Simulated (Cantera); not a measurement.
A closed system holds: 1 mol HMDSO, 0.1 mol H2O, 17 mol N2, at 1425 K and 15.0 Pa.

Cantera equilibrium calculation (NASA polynomials, part measured and part estimated; ideal gas, pure solids and liquids). Candidate condensed phases: C, C6H6, C7H8, C8H18, H2O, Si, SiC, SiO2, Si2N2O, Si3N4; 151 gas species. The feed counts by its element totals alone. Kinetics and transport are ignored.

Base state: N2 0.625, H2 0.334, CO 0.0404, H 0.000322, HCN 0.000277, SiO 5.68e-5 (mole fractions); condensed: C(graphite) + SiC(s).

Q: What changes in the equilibrium state with this change: pressure from 15.0 Pa to 26.0 mbar?

A: 
```json
[
 {"species": "N2", "before": "0.625", "after": "0.635"},
 {"species": "H2", "before": "0.334", "after": "0.361"},
 {"species": "CO", "before": "0.0404", "after": "0.00397"},
 {"species": "SiO", "before": "5.68e-5", "after": "1.76e-6"},
 {"species": "CH4", "before": "6.31e-8", "after": "1.28e-5"},
 {"species": "H", "before": "0.000322", "after": "2.54e-5"},
 {"species": "C(graphite), mol", "before": "2.90", "after": "5.89"},
 {"species": "SiC(s), mol", "before": "2.00", "after": "0"},
 {"species": "Si2N2O(s), mol", "before": "0", "after": "1.000"}
]
```
N2 is the only nitrogen source here; it is nearly inert below about 1500 K, so the nitride shown seldom forms there in practice.

Q: What changes in the equilibrium state with this change: temperature from 1425 K to 700 K?

A: 
| species | before | after |
|---|---|---|
| N2 | 0.625 | 0.638 |
| H2 | 0.334 | 0.362 |
| CH4 | 6.31e-8 | 0.000167 |
| CO | 0.0404 | 1.12e-5 |
| SiO | 5.68e-5 | <1e-9 |
| H | 0.000322 | <1e-9 |
| HCN | 0.000277 | 2.54e-9 |
| C(graphite), mol | 2.90 | 6.00 |
| SiC(s), mol | 2.00 | 0 |
| SiO2(α-quartz), mol | 0 | 0.0665 |
| Si2N2O(s), mol | 0 | 0.967 |
N2 is the only nitrogen source here; it is nearly inert below about 1500 K, so the nitride shown seldom forms there in practice.

Q: What changes in the equilibrium state with this change: H2O from 0.1 to 2.9 mol?

A: 
```csv
species,before,after
N2,0.625,0.518
H2,0.334,0.362
CO,0.0404,0.119
SiO,5.68e-5,0.000167
HCN,0.000277,0.000262
H,0.000322,0.000335
"C(graphite), mol",2.90,0.102
"SiC(s), mol",2.00,1.99
```
